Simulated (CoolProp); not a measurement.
Vapour-liquid equilibrium of diethyl ether (1) + benzene (2) at 5.3 bar; x and y are mole fractions of (1).

Values from CoolProp's multi-fluid Helmholtz-energy mixture model, Thol 2014 and Thol 2012; pair parameters Bell 2016.

| x | bubble temperature, mixture model (K) | bubble temperature, Raoult's law (K) | y, mixture model | y, Raoult's law |
|---|---|---|---|---|
| 0.05 | 414.2 | 413.8 | 0.124 | 0.142 |
| 0.15 | 406.2 | 405.3 | 0.326 | 0.363 |
| 0.25 | 399.2 | 398.0 | 0.482 | 0.524 |
| 0.35 | 393.0 | 391.6 | 0.605 | 0.645 |
| 0.45 | 387.4 | 386.1 | 0.703 | 0.738 |
| 0.55 | 382.3 | 381.1 | 0.783 | 0.811 |
| 0.65 | 377.6 | 376.7 | 0.847 | 0.869 |
| 0.75 | 373.4 | 372.7 | 0.901 | 0.916 |
| 0.85 | 369.5 | 369.1 | 0.946 | 0.954 |
| 0.95 | 365.9 | 365.7 | 0.983 | 0.986 |

The largest gap from Raoult's law is +1.4 K in bubble temperature, at x = 0.35. No azeotrope shows between x = 0.05 and 0.95.

Pair parameters are fitted to limited data, so mixtures are less certain than the pure fluids.
